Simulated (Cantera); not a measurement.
Input (Python, Cantera):

```python
import numpy as np
import cantera as ct

gas = ct.Solution("gri30.yaml")
gas.TPX = 1075, 180000, {'N2O': 1, 'H2': 0.0026, 'N2': 0.86}
reactor = ct.IdealGasConstPressureReactor(gas, energy="off", clone=False)
net = ct.ReactorNet([reactor])
net.rtol, net.atol = 1e-08, 1e-18
show = ['N2O', 'H2', 'O2', 'HO2', 'NO', 'NO2', 'H2O']
times = np.geomspace(0.0007, 3, 15)

steps = ct.SolutionArray(gas, extra=["t"])
rows = []
print(f"{'t/s':>10s}{'T/K':>9s}{'P/Pa':>11s}" + "".join(f"{s:>11s}" for s in show))
for t in times:
    while net.time < t:
        t_next = net.step()
        steps.append(gas.state, t=t_next)
    rows.append([np.interp(t, steps.t, y) for y in (steps.T, steps.P, *steps(*show).X.T)])
    print(f"{t:10.3e}{rows[-1][0]:9.1f}{rows[-1][1]:11.4g}" + "".join(f"{x:11.3e}" for x in rows[-1][2:]))
rate = np.gradient(steps.T, steps.t)
print("integrator steps:", len(steps.t))
if steps.T.max() > steps.T[0] + 200:
    print(f"time of steepest temperature rise: {steps.t[rate.argmax()]:.4e} s")
gas.TPX = 1075, 180000, {'N2O': 1, 'H2': 0.0026, 'N2': 0.86}
gas.equilibrate("TP")
print(f"equilibrium (TP): T = {gas.T:.1f} K  " + "  ".join(f"{s} {gas[s].X[0]:.3e}" for s in show))
```

Output:

```
       t/s      T/K       P/Pa        N2O         H2         O2        HO2         NO        NO2        H2O
 7.000e-04   1075.0    1.8e+05  5.368e-01  1.373e-03  1.130e-05  4.570e-07  1.670e-06  7.707e-09  2.190e-05
 1.272e-03   1075.0    1.8e+05  5.368e-01  1.337e-03  2.091e-05  9.336e-07  3.106e-06  5.741e-08  5.745e-05
 2.312e-03   1075.0    1.8e+05  5.366e-01  1.261e-03  3.898e-05  1.323e-06  5.442e-06  2.918e-07  1.329e-04
 4.201e-03   1075.0    1.8e+05  5.364e-01  1.124e-03  7.246e-05  1.340e-06  9.210e-06  9.577e-07  2.699e-04
 7.635e-03   1075.0    1.8e+05  5.360e-01  9.094e-04  1.335e-04  1.149e-06  1.566e-05  2.331e-06  4.841e-04
 1.388e-02   1075.0    1.8e+05  5.354e-01  6.281e-04  2.441e-04  8.770e-07  2.693e-05  5.012e-06  7.655e-04
 2.522e-02   1075.0    1.8e+05  5.346e-01  3.423e-04  4.446e-04  5.731e-07  4.671e-05  1.039e-05  1.051e-03
 4.583e-02   1075.0    1.8e+05  5.334e-01  1.381e-04  8.080e-04  3.138e-07  8.216e-05  2.042e-05  1.256e-03
 8.328e-02   1075.0    1.8e+05  5.315e-01  3.946e-05  1.466e-03  1.498e-07  1.500e-04  3.441e-05  1.354e-03
 1.513e-01   1075.0    1.8e+05  5.283e-01  6.712e-06  2.653e-03  7.191e-08  2.840e-04  4.674e-05  1.385e-03
 2.750e-01   1075.0    1.8e+05  5.226e-01  3.460e-07  4.780e-03  4.141e-08  5.325e-04  5.787e-05  1.388e-03
 4.998e-01   1075.0    1.8e+05  5.124e-01  1.521e-09  8.551e-03  2.649e-08  9.704e-04  7.429e-05  1.383e-03
 9.084e-01   1075.0    1.8e+05  4.948e-01  2.687e-10  1.510e-02  1.713e-08  1.722e-03  9.699e-05  1.373e-03
 1.651e+00   1075.0    1.8e+05  4.653e-01  2.181e-10  2.611e-02  1.131e-08  2.952e-03  1.296e-04  1.357e-03
 3.000e+00   1075.0    1.8e+05  4.184e-01  1.674e-10  4.362e-02  7.763e-09  4.817e-03  1.764e-04  1.331e-03
integrator steps: 1589
equilibrium (TP): T = 1075.0 K  N2O 6.986e-09  H2 1.260e-12  O2 2.112e-01  HO2 3.469e-10  NO 6.792e-05  NO2 3.015e-06  H2O 1.101e-03
```

Computed with Cantera and GRI-Mech 3.0 (53 species, 325 reactions). GRI-Mech 3.0 was tuned for natural gas; its chemistry of N2O as a main component is partial and can be far from experiment. The mechanism lacks the step 2 NO + O2 → 2 NO2, which can matter for NO2 below about 1400 K. The temperature is held fixed by assumption; the heat of reaction is taken as removed at once.
